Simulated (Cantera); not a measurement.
A perfectly stirred reactor is fed with CH3OH : O2 : N2 : H2O = 1 : 1 : 3.76 : 0.4 (molar parts), at 0.306 atm; it is adiabatic with a 450 K inlet, and is followed from long to short residence time, starting on the burning branch (τ in s: 0.035, 0.017, 0.0083, 0.004, 0.002, 0.00096, 0.00047, 0.00023, 0.00011, 5.4e-05, 2.6e-05, 1.3e-05).

Model: GRI-Mech 3.0 (53 species, 325 reactions), integrated in Cantera. GRI-Mech 3.0 was tuned for natural gas; its chemistry of methanol as a main component is partial and can be far from experiment.

One state of this run: T (K) = 1864; x CH3OH = 1.42e-5; x O2 = 0.00129; x H2O = 0.258; x CH2O = 1.15e-5; x CH4 = 5.94e-6. x: mole fraction; the columns are a selection and need not sum to one.

Q: Which value of τ (s) does it belong to?
(A) 0.0083
(B) 0.00047
(C) 0.035
(D) 0.0020

A: A, 0.0083
